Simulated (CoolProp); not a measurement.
Nitrogen along the isobar 113 bar: fugacity coefficient from the reference equation and from simpler models built on Tc = 126.2 K, pc = 33.96 bar, ω = 0.037; each cubic takes its own stable root.

Computed with CoolProp (reference Helmholtz-energy equation of state, Span 2000).

| T (K) | phase | reference |
|---|---|---|
| 107 | liquid | 0.1395 |
| 139.7 | supercritical | 0.4201 |
| 172.3 | supercritical | 0.6766 |
| 204.9 | supercritical | 0.8269 |
| 237.5 | supercritical | 0.9129 |
| 270.1 | supercritical | 0.9644 |
| 302.8 | supercritical | 0.9964 |
| 335.4 | supercritical | 1.017 |
| 368 | supercritical | 1.030 |

### Question
How far does each simpler model (van der Waals, Soave-Redlich-Kwong) lie from the reference over these 9 states: mean and median of the absolute difference, and the worst?

### Answer
- van der Waals: mean 10.8 %, median 5.5 %, worst +55.6 % at 107 K and 113 bar
- Soave-Redlich-Kwong: mean 1.7 %, median 1.8 %, worst +2.5 % at 139.7 K and 113 bar
